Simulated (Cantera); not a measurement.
An adiabatic, constant-pressure homogeneous reactor starts with H2 : O2 : N2 : NO = 1 : 0.278 : 1.58 : 0.023 (molar parts), at 1800 K and 608 Torr.

Computed with Cantera and GRI-Mech 3.0 (53 species, 325 reactions).

### Question
Predict: time of steepest temperature rise; temperature at 2.00 s; equilibrium temperature; x(H2) at 2.00 s; x(O2) at 2.00 s; x(NO) at 2.00 s; x(H2O) at 2.00 s; x(OH) at 2.00 s; x(NO2) at 2.00 s.

### Answer
```
Quantity                                                            Result
---------------------------------  ---------------------------------------
time of steepest temperature rise                                  9.13 µs
temperature at 2.00 s                                               2822 K
equilibrium temperature                                             2822 K
x(H2) at 2.00 s                        0.152 (gas-phase equilibrium 0.152)
x(O2) at 2.00 s                    0.00115 (gas-phase equilibrium 0.00115)
x(NO) at 2.00 s                    0.00245 (gas-phase equilibrium 0.00245)
x(H2O) at 2.00 s                       0.195 (gas-phase equilibrium 0.195)
x(OH) at 2.00 s                      0.0142 (gas-phase equilibrium 0.0142)
x(NO2) at 2.00 s                   1.08e-7 (gas-phase equilibrium 1.08e-7)
```
